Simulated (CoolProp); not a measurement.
Vapour-liquid equilibrium of isopentane (1) + R365MFC (2) at 3.7 bar; x and y are mole fractions of (1).

Values from CoolProp's multi-fluid Helmholtz-energy mixture model, Lemmon 2006 and Lemmon 2016; pair parameters Bell 2016.

| x | bubble temperature (K) | y at the bubble point | dew temperature at overall composition x (K) | liquid density (mol/L) |
|---|---|---|---|---|
| 0.05 | 350.7 | 0.141 | 353.5 | 7.635 |
| 0.125 | 345.9 | 0.291 | 351.2 | 7.671 |
| 0.2 | 342.7 | 0.391 | 348.9 | 7.687 |
| 0.275 | 340.5 | 0.460 | 346.4 | 7.691 |
| 0.35 | 339.0 | 0.511 | 344.0 | 7.690 |
| 0.425 | 338.1 | 0.550 | 341.6 | 7.689 |
| 0.5 | 337.5 | 0.582 | 339.3 | 7.692 |
| 0.575 | 337.2 | 0.612 | 337.7 | 7.701 |
| 0.65 | 337.2 | 0.643 | 337.2 | 7.717 |
| 0.725 | 337.3 | 0.678 | 337.9 | 7.740 |
| 0.8 | 337.9 | 0.724 | 339.4 | 7.768 |
| 0.875 | 339.2 | 0.790 | 341.3 | 7.798 |
| 0.95 | 341.7 | 0.893 | 343.2 | 7.819 |

y crosses x between x = 0.575 and 0.65: the model has an azeotrope there.

The pair parameters rest on a limited set of measurements; away from them the model extrapolates.
